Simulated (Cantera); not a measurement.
Input: 1 mol Si, 4.4 mol HBr, 23 mol N2, equilibrated at 898 K and 13.3 mbar.

These are equilibrium values from Cantera (NASA tables, ideal gas, pure condensed phases), not measurements of a reactor. N2 is the only nitrogen source here; it is nearly inert below about 1500 K, so the nitride shown seldom forms there in practice. The numbers say what is thermodynamically allowed, not how fast it happens.

```tsv
species	before	after
N2	0.843	0.842
HBr	0.132	0.134
H2	0.0164	0.0156
SiBr4	0.00822	0.00705
SiBr2	3.66e-8	0.000583
SiBr3	7.14e-7	0.000261
Br	4.32e-6	0.00101
SiHBr3	1.61e-6	1.53e-5
Si3N4(s), mol	0.260	0.263
```
Gas species are given as mole fractions.

### Question
What was changed between the two runs?
(A) temperature from 898 K to 1325 K
(B) N2 from 23 to 0.53 mol
(C) HBr from 4.4 to 1.2 mol
(D) temperature from 898 K to 1223.15 K

### Answer
D, temperature from 898 K to 1223.15 K. The tables' values for SiBr3 are old estimates; treat these amounts as uncertain
